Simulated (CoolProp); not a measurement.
Properties of R22 along the isobar 1.01 bar.

Model: reference Helmholtz-energy equation of state, Kamei 1995, in CoolProp.

```json
[
 {"T (°C)": "86.35", "phase": "gas", "density (kg/m³)": "2.944", "cv (kJ/(kg K))": "0.6252", "isothermal compressibility (1/MPa)": "9.978"},
 {"T (°C)": "100.45", "phase": "gas", "density (kg/m³)": "2.830", "cv (kJ/(kg K))": "0.6399", "isothermal compressibility (1/MPa)": "9.968"},
 {"T (°C)": "114.45", "phase": "gas", "density (kg/m³)": "2.726", "cv (kJ/(kg K))": "0.6542", "isothermal compressibility (1/MPa)": "9.960"},
 {"T (°C)": "128.55", "phase": "gas", "density (kg/m³)": "2.628", "cv (kJ/(kg K))": "0.6682", "isothermal compressibility (1/MPa)": "9.953"},
 {"T (°C)": "142.55", "phase": "gas", "density (kg/m³)": "2.538", "cv (kJ/(kg K))": "0.6817", "isothermal compressibility (1/MPa)": "9.947"},
 {"T (°C)": "156.65", "phase": "gas", "density (kg/m³)": "2.454", "cv (kJ/(kg K))": "0.6950", "isothermal compressibility (1/MPa)": "9.942"},
 {"T (°C)": "170.65", "phase": "gas", "density (kg/m³)": "2.375", "cv (kJ/(kg K))": "0.7077", "isothermal compressibility (1/MPa)": "9.937"},
 {"T (°C)": "184.75", "phase": "gas", "density (kg/m³)": "2.301", "cv (kJ/(kg K))": "0.7202", "isothermal compressibility (1/MPa)": "9.933"},
 {"T (°C)": "198.75", "phase": "gas", "density (kg/m³)": "2.232", "cv (kJ/(kg K))": "0.7321", "isothermal compressibility (1/MPa)": "9.930"},
 {"T (°C)": "212.85", "phase": "gas", "density (kg/m³)": "2.167", "cv (kJ/(kg K))": "0.7438", "isothermal compressibility (1/MPa)": "9.927"},
 {"T (°C)": "226.85", "phase": "gas", "density (kg/m³)": "2.106", "cv (kJ/(kg K))": "0.7550", "isothermal compressibility (1/MPa)": "9.924"}
]
```
